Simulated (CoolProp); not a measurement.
Model: reference Helmholtz-energy equation of state, de Reuck 1990, in CoolProp.

Give the vapour pressure (MPa), vapour density (kg/m³), enthalpy of vaporisation (kJ/kg), liquid cp (kJ/(kg K)) of saturated fluorine at -162.65, -151.35, -144.65 °C.


```csv
T (°C),p (MPa),vapour density (kg/m³),enthalpy of vaporisation (kJ/kg),liquid cp (kJ/(kg K))
-162.65,0.919,44.8,144,1.69
-151.35,1.80,89.1,124,1.91
-144.65,2.55,132,108,2.20
```
